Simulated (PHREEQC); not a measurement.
Consider water at 90 °C with 130 mmol/kgw Zn(NO3)2 and 30 mmol/kgw ZnCl2. Closed to the air; pH follows from the charge balance.

Equilibrium calculation in PHREEQC: ion-association model, phreeqc.dat.

Precipitation was switched off in this run.

Problem. What pH does the model give?

Solution. pH 4.38.

Problem. In which forms is Cl present?

Solution. Cl- 57 %, ZnCl+ 41 %, ZnCl2 1.3 % of the Cl.

Complexes and solids missing from the database can't appear. Away from 25 °C the constants follow the database's enthalpies or fits; those with neither stay at their 25 °C values.
